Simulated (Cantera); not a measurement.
Feed: 1 mol Si3N4, 0.021 mol CO2, 93 mol H2, held at 0.133 bar.

Method: chemical equilibrium by Gibbs-energy minimisation in Cantera with the NASA 1993 tables (ideal gas, pure condensed phases). Candidate condensed phases: C, C6H6, C7H8, C8H18, H2O, Si, SiC, SiO2, Si2N2O, Si3N4; 151 gas species. Mutual solubility and eutectic melting of coexisting phases are not modelled. Gases not in the tables: Si2H6 and higher silanes. The numbers say what is thermodynamically allowed, not how fast it happens.

Question: What share of the Si ends up in condensed phases as a function of T (K), at 1373, 1473, 1573, 1673, 1773, 1873, 1973, 2073, 2173?

Answer: 
```
T (K)  Si condensed (%)                                     as
-----  ----------------  -------------------------------------
1373              100.0          SiC(s) + Si2N2O(s) + Si3N4(s)
1473              100.0          SiC(s) + Si2N2O(s) + Si3N4(s)
1573               99.9  Si(s) + SiC(s) + Si2N2O(s) + Si3N4(s)
1673               99.1  Si(s) + SiC(s) + Si2N2O(s) + Si3N4(s)
1773               98.6                         Si(l) + SiC(s)
1873               98.3                         Si(l) + SiC(s)
1973               97.6                         Si(l) + SiC(s)
2073               95.2                                  Si(l)
2173               89.4                                  Si(l)
```
